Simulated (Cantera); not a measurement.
An adiabatic, constant-pressure homogeneous reactor starts with CH₄ : O₂ : N₂ = 1.9 : 2.63 : 14.7 (molar parts), at 1750 K and 0.868 atm.

Computed with Cantera and GRI-Mech 3.0 (53 species, 325 reactions).

x: mole fraction; the columns are a selection and need not sum to one.

```json
[
 {"t (s)": "3.00e-6", "T (K)": "1750", "x CH₄": "0.0988", "x O₂": "0.137", "x H₂": "4.00e-6", "x N₂O": "1.41e-11", "x C₂H₆": "___", "x O": "1.52e-7", "x HCN": "<1e-12"},
 {"t (s)": "1.15e-5", "T (K)": "1750", "x CH₄": "0.0987", "x O₂": "0.137", "x H₂": "1.74e-5", "x N₂O": "1.37e-10", "x C₂H₆": "___", "x O": "2.34e-7", "x HCN": "<1e-12"},
 {"t (s)": "4.38e-5", "T (K)": "1749", "x CH₄": "0.0984", "x O₂": "0.137", "x H₂": "9.85e-5", "x N₂O": "1.30e-9", "x C₂H₆": "___", "x O": "7.05e-7", "x HCN": "<1e-12"},
 {"t (s)": "0.000168", "T (K)": "1771", "x CH₄": "0.0882", "x O₂": "0.131", "x H₂": "0.00406", "x N₂O": "1.78e-8", "x C₂H₆": "___", "x O": "1.09e-5", "x HCN": "4.69e-10"},
 {"t (s)": "0.000641", "T (K)": "2653", "x CH₄": "<1e-12", "x O₂": "0.00215", "x H₂": "0.0494", "x N₂O": "8.37e-8", "x C₂H₆": "<1e-12", "x O": "0.00217", "x HCN": "1.50e-9"},
 {"t (s)": "0.00245", "T (K)": "2695", "x CH₄": "<1e-12", "x O₂": "0.00144", "x H₂": "0.0496", "x N₂O": "1.09e-7", "x C₂H₆": "<1e-12", "x O": "0.00144", "x HCN": "6.65e-9"},
 {"t (s)": "0.00936", "T (K)": "2691", "x CH₄": "<1e-12", "x O₂": "0.00138", "x H₂": "0.0500", "x N₂O": "1.20e-7", "x C₂H₆": "<1e-12", "x O": "0.00138", "x HCN": "9.29e-9"},
 {"t (s)": "0.0358", "T (K)": "2691", "x CH₄": "<1e-12", "x O₂": "0.00137", "x H₂": "0.0500", "x N₂O": "1.20e-7", "x C₂H₆": "<1e-12", "x O": "0.00138", "x HCN": "9.35e-9"},
 {"t (s)": "0.137", "T (K)": "2691", "x CH₄": "<1e-12", "x O₂": "0.00137", "x H₂": "0.0500", "x N₂O": "1.20e-7", "x C₂H₆": "<1e-12", "x O": "0.00138", "x HCN": "9.35e-9"},
 {"t (s)": "0.523", "T (K)": "2691", "x CH₄": "<1e-12", "x O₂": "0.00137", "x H₂": "0.0500", "x N₂O": "1.20e-7", "x C₂H₆": "<1e-12", "x O": "0.00138", "x HCN": "9.35e-9"},
 {"t (s)": "2.00", "T (K)": "2691", "x CH₄": "<1e-12", "x O₂": "0.00137", "x H₂": "0.0500", "x N₂O": "1.20e-7", "x C₂H₆": "<1e-12", "x O": "0.00138", "x HCN": "9.35e-9"}
]
```

Question: What belongs in the gaps?

Answer: 
- 3.00e-6, x C₂H₆: 1.16e-9
- 1.15e-5, x C₂H₆: 8.31e-8
- 4.38e-5, x C₂H₆: 6.31e-6
- 0.000168, x C₂H₆: 0.000612
